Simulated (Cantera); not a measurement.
Input (Python, Cantera) and output of one run.

```python
import numpy as np
import cantera as ct

gas_names = [...]  # 113 gases of nasa_gas.yaml made of C, H, O, Pb
cond_names = """
    C(gr) C6H6(L) C7H8(L) C8H18(L),n-octa H2O(s) H2O(L) Pb(cr) Pb(L) PbO(rd) PbO(yw) PbO(L) PbO2(s)
    Pb3O4(s)
""".split()


# ... load() reads the species with a 1 bar reference pressure and builds the phases ...
atoms = {
    'PbO': {'Pb': 1, 'O': 1},
    'CO': {'C': 1, 'O': 1},
    'H2': {'H': 2},
}
top_T = {'C(gr)': 4500, 'Pb3O4(s)': 820}  # K; cautious upper limits of use, not melting points


# ... equilibrate(T, P, feed) seeds the gas with the atoms and calls Mixture.equilibrate('TP', solver="vcs", rtol=1e-11, max_steps=5000) ...
results = []
feed = {'PbO': 1, 'CO': 5, 'H2': 3}  # mol
T = 1500  # K
P = 1000  # Pa
mix = equilibrate(T, P, feed)
results.append((T, P, feed, dict(zip(mix.species_names, mix.species_moles))))
print(gas.report(threshold=1e-06))
for i in range(1, mix.n_phases):
    print(f"{mix.phase(i).name:16s} {mix.phase_moles(i):12.5e} mol")
```

Output:

```
       temperature   1500 K
          pressure   1000 Pa
           density   0.0032899 kg/m^3
  mean mol. weight   41.031 kg/kmol
   phase of matter   gas

                          1 kg             1 kmol
                     ---------------   ---------------
          enthalpy       -7.3608e+05       -3.0202e+07  J
   internal energy         -1.04e+06       -4.2674e+07  J
           entropy            6733.7        2.7629e+05  J/K
    Gibbs function       -1.0837e+07       -4.4464e+08  J
 heat capacity c_p             847.1             34758  J/K
 heat capacity c_v            644.47             26443  J/K

                      mass frac. Y      mole frac. X     chem. pot. / RT
                     ---------------   ---------------   ---------------
                CO           0.34722           0.50863           -40.907
               CO2          0.050301          0.046897            -69.41
                 H        2.2432e-06         9.131e-05            -12.26
                H2          0.013221           0.26907           -24.521
               H2O          0.028187          0.064198           -53.023
                Pb           0.56099           0.11109           -14.281
               PbO        5.5132e-05        1.0135e-05           -42.783
               Pb2        2.1272e-05        2.1062e-06           -28.561
     [ +105 minor]        2.5916e-07        6.2391e-07

C(gr)             0.00000e+00 mol
Pb(L)             0.00000e+00 mol
PbO(L)            0.00000e+00 mol
```

Equilibrium computed with Cantera from the NASA thermochemical tables; the gas is ideal and each condensed phase is pure.
